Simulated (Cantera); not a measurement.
Feed: 1 mol Fe2O3, 3.3 mol H2S, 0.61 mol CO2, at 1650 °C and 1900000 Pa.

Equilibrium computed with Cantera from the NASA thermochemical tables; the gas is ideal and each condensed phase is pure. Candidate condensed phases: C, C6H6, C7H8, C8H18, Fe, Fe(CO)5, FeO, Fe(OH)2, Fe(OH)3, FeS, FeSO4, FeS2, Fe2O3, Fe2(SO4)3, Fe3O4, H2O, H2SO4, S; 127 gas species. FeS: taken at fixed stoichiometry. Rates play no part.

Base state: H2O 0.567, H2 0.0844, CO2 0.0806, H2S 0.0691, SO2 0.0676, S2 0.0655, CO 0.0515, SO 0.00459 (mole fractions); condensed: FeS(l).

Q: What changes in the equilibrium state with this change: CO2 from 0.61 to 0.081 mol?

A: 
```
species        before     after
-----------  --------  --------
H2O             0.567     0.631
H2             0.0844     0.103
H2S            0.0691    0.0920
CO2            0.0806    0.0118
CO             0.0515   0.00828
S2             0.0655    0.0780
SO2            0.0676    0.0614
Fe(OH)2       7.61e-5   7.08e-5
COS           0.00151  0.000265
SH            0.00445   0.00536
H             6.29e-5   6.94e-5
S            0.000111  0.000121
FeS(l), mol      2.00      2.00
```

Q: What changes in the equilibrium state with this change: temperature from 1650 °C to 952 °C?

A: 
```
species        before    after
-----------  --------  -------
H2O             0.567    0.603
H2S            0.0691    0.151
CO2            0.0806    0.136
H2             0.0844  0.00847
CO             0.0515  0.00281
SO2            0.0676   0.0459
S2             0.0655   0.0485
Fe(OH)2       7.61e-5  2.47e-8
H             6.29e-5  6.58e-9
OH            3.64e-5  4.26e-9
S            0.000111  4.15e-8
FeS(l), mol      2.00        0
FeS(s), mol         0     2.00
```
Gases not in the tables: S3 to S7.

Q: What changes in the equilibrium state with this change: Fe2O3 replaced by FeS?

A: 
```tsv
species	before	after
H2S	0.0691	0.326
H2	0.0844	0.245
S2	0.0655	0.172
H2O	0.567	0.114
SO2	0.0676	0.000527
CO2	0.0806	0.0119
SH	0.00445	0.0123
CO	0.0515	0.110
Fe(OH)2	7.61e-5	6.55e-7
CS2	6.65e-6	0.000540
SO	0.00459	0.000516
OH	3.64e-5	4.30e-6
S2O	0.00327	0.000596
COS	0.00151	0.00524
FeS(l), mol	2.00	1.000
```
